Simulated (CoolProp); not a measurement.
Model: reference Helmholtz-energy equation of state, Lemmon 2006, in CoolProp. It is a short technical equation, of lower accuracy than the large ones.

**Question.** For isohexane, give the phase and the density (kg/m³), isothermal compressibility (1/MPa), expansivity (1/kK), fugacity coefficient at 125.95 °C and 2340 kPa; 125.95 °C and 9360 kPa; 125.95 °C and 15200 kPa.

**Answer.** 
- 125.95 °C and 2340 kPa: liquid; density 549, isothermal compressibility 0.00576, expansivity 2.21, fugacity coefficient 0.225
- 125.95 °C and 9360 kPa: liquid; density 567, isothermal compressibility 0.00403, expansivity 1.76, fugacity coefficient 0.0778
- 125.95 °C and 15200 kPa: liquid; density 580, isothermal compressibility 0.00327, expansivity 1.54, fugacity coefficient 0.0624
